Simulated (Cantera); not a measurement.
# Silicon epitaxy and polysilicon growth: SiHCl₃ + N₂

Feed: 1 mol SiHCl₃, 160 mol N₂, held at 1427 °C and 7.50 Torr.

Equilibrium computed with Cantera from the NASA thermochemical tables; the gas is ideal and each condensed phase is pure. Candidate condensed phases: NH₄Cl, Si, Si₃N₄; 28 gas species. The tables' values for SiCl₃ are old estimates; treat these amounts as uncertain. Equilibrium is a limit: real reactors are often held back by kinetics, nucleation or transport.

```yaml
x(N₂): 0.988
x(SiCl₂): 0.00599
x(HCl): 0.00561
x(Cl): 0.000391
x(H₂): 0.000271
x(SiCl₃): 0.000164
x(H): 2.42e-5
x(SiCl₄): 8.88e-6
x(SiCl): 5.40e-6
gas_amount: 162.0 mol
log10 activity of Si(l) (absent): -1.84
```
